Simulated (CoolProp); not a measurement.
Saturation properties of toluene (Tc = 591.7 K, pc = 41.26 bar, ω = 0.266).

Values from CoolProp's reference Helmholtz-energy equation of state, Lemmon 2006. It is a short technical equation, of lower accuracy than the large ones.

```csv
T (K),p (bar),liquid density (kg/m³),vapour density (kg/m³),surface tension (mN/m),liquid viscosity (µPa s)
303.8,0.05055,856.9,0.1852,27.2,516
333.3,0.1865,829.0,0.6277,23.7,379
362.8,0.5368,800.3,1.683,20.2,292
392.3,1.284,770.3,3.809,16.9,234
421.7,2.664,738.6,7.606,13.8,191
451.2,4.978,704.2,13.94,10.8,158
480.7,8.558,666.1,24.04,7.95,132
510.2,13.79,622.1,40.05,5.34,108
```

It boils at 383.7 K under 1 atm.

Viscosity comes from a separate model (Avgeri 2015). Surface tension comes from a separate correlation (Mulero 2012).
